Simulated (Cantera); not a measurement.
A perfectly stirred reactor is fed with C₃H₈ : O₂ : N₂ = 1 : 5.62 : 21.1 (molar parts), at 4.93 atm; it is adiabatic with a 648 K inlet, and is followed from long to short residence time, starting on the burning branch (τ in s: 0.25, 0.098, 0.039, 0.015, 0.006, 0.0024, 0.00094, 0.00037, 0.00015, 5.8e-05).

Cantera simulation using GRI-Mech 3.0 (53 species, 325 reactions); the numbers are that mechanism's predictions, not measurements. GRI-Mech 3.0 was tuned for natural gas; its chemistry of propane as a main component is partial and can be far from experiment.

Question: What does this change do: 2.1 parts CO2 added?

Answer: 
```
quantity                                                                          before                                   after
------------------------------------------------  --------------------------------------  --------------------------------------
blow-out, bracketed by the residence times tried  burning at 58.0 µs, the shortest tried  burning at 58.0 µs, the shortest tried
x(C₃H₈) at τ = 0.250 s                                                           1.28e-8                                 2.16e-8
x(O₂) at τ = 0.250 s                                                              0.0213                                  0.0204
x(HCN) at τ = 0.250 s                                                            3.68e-8                                 5.50e-8
x(H₂) at τ = 0.250 s                                                             0.00147                                0.000681
x(HCO) at τ = 0.250 s                                                            2.91e-9                                 1.91e-9
x(C₃H₈) at τ = 2.40 ms                                                           1.14e-6                                 1.80e-6
x(O₂) at τ = 2.40 ms                                                              0.0248                                  0.0244
x(HCN) at τ = 2.40 ms                                                            5.73e-7                                 3.34e-7
x(H₂) at τ = 2.40 ms                                                             0.00210                                 0.00143
x(HCO) at τ = 2.40 ms                                                            1.69e-7                                 1.68e-7
```
